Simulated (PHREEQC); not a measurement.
Consider water at 50 °C with 0.08 mol/kgw KH2PO4. Closed to the air; pH follows from the charge balance.

All values are PHREEQC results (ion-association model, wateq4f.dat), not measurements.

Problem. The ionic strength comes out as 0.0804 mol/kgw. What activity coefficients do KHPO4-, H2PO4-, HPO4-2, K+, H+ get?

Solution. KHPO4- 0.79, H2PO4- 0.79, HPO4-2 0.39, K+ 0.77, H+ 0.83.

Precipitation was switched off in this run. Complexes and solids missing from the database can't appear. H3PO4, which wateq4f.dat lacks, is added to it with the constant of phreeqc.dat. At this temperature some constants are extrapolated from 25 °C, and those without enthalpy data are left unchanged.
